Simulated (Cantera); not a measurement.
A Cantera script and what it prints.

```python
import numpy as np
import cantera as ct

gas_names = """
    C CO CO2 C2 C2O C3 C3O2 C4 C5 O O2 O3 Ti TiO TiO2
""".split()
cond_names = """
    C(gr) Ti(a) Ti(b) Ti(L) TiC(s) TiC(L) TiO(a) TiO(b) TiO(L) TiO2(ru) TiO2(L) Ti2O3(a) Ti2O3(b)
    Ti2O3(L) Ti3O5(a) Ti3O5(b) Ti3O5(L) Ti4O7(s) Ti4O7(L)
""".split()


# ... load() reads the species with a 1 bar reference pressure and builds the phases ...
atoms = {
    'TiO2': {'Ti': 1, 'O': 2},
    'CO': {'C': 1, 'O': 1},
}
top_T = {'C(gr)': 4500}  # K; cautious upper limits of use, not melting points


# ... equilibrate(T, P, feed) seeds the gas with the atoms and calls Mixture.equilibrate('TP', solver="vcs", rtol=1e-11, max_steps=5000) ...
results = []
feed = {'TiO2': 1, 'CO': 1.9}  # mol
T = 2298.15  # K
for P in [10, 42, 180, 750, 3200, 13000, 56000, 240000, 1000000]:
    mix = equilibrate(T, P, feed)
    results.append((T, P, feed, dict(zip(mix.species_names, mix.species_moles))))

top = {s: max(r[3][s] / sum(r[3][g] for g in gas_names) for r in results) for s in gas_names}
cols = sorted((s for s in top if top[s] > 1e-06), key=lambda s: -top[s])[:8]
seen = [c for c in cond_names if any(r[3].get(c, 0) > 1e-12 for r in results)]
print("log10 of partial pressures in bar; condensed amounts in mol")
print(f"{'P/Pa':>10s}" + "".join(f"{s[:9]:>10s}" for s in cols + seen))
for T, P, feed, n in results:
    ng = sum(n[g] for g in gas_names)
    print(f"{P:10.4g}" + "".join(f"{np.log10(max(n[s] / ng * P / 1e5, 1e-99)):10.3f}" for s in cols)
          + "".join(f"{n.get(c, 0):10.4g}" for c in seen))
```

Output:

```
log10 of partial pressures in bar; condensed amounts in mol
      P/Pa        CO       CO2      TiO2         O       TiO        O2        Ti  Ti4O7(L)
        10    -4.100    -5.323    -4.959    -5.470    -5.988    -6.323    -9.607    0.1822
        42    -3.446    -4.397    -4.892    -5.200    -6.191    -5.782   -10.081    0.2339
       180    -2.807    -3.662    -4.867    -5.103    -6.264    -5.589   -10.250    0.2462
       750    -2.187    -3.015    -4.861    -5.077    -6.284    -5.536   -10.296    0.2491
      3200    -1.556    -2.378    -4.859    -5.070    -6.289    -5.522   -10.308    0.2498
   1.3e+04    -0.947    -1.767    -4.859    -5.068    -6.290    -5.519   -10.311    0.2499
   5.6e+04    -0.313    -1.133    -4.859    -5.068    -6.290    -5.518   -10.312      0.25
   2.4e+05     0.319    -0.501    -4.859    -5.068    -6.290    -5.518   -10.312      0.25
     1e+06     0.939     0.119    -4.859    -5.068    -6.290    -5.518   -10.312      0.25
```

These are equilibrium values from Cantera (NASA tables, ideal gas, pure condensed phases), not measurements of a reactor. Condensed phases not in the tables: Magnéli phases beyond Ti4O7.
